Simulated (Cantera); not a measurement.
Standard-state values (1 bar) from the NASA 1993 polynomials, evaluated with Cantera. Values are per mole of reaction as written; species without (g) are pure solids or liquids, kept so even where they would boil at 1 bar.

Question: Between 300 and 1525 K, where is each reaction favourable under standard conditions?
- N₂(g) + 2 NbO₂ ⇌ 2 Nb + 2 NO₂(g)

Answer: 
- N₂(g) + 2 NbO₂ ⇌ 2 Nb + 2 NO₂(g): ΔG° is 1582 kJ at 300 K and 1313 kJ at 1525 K; it stays positive (K < 1). ΔH° is 1609 kJ and ΔS° 194 J/K at 1525 K.
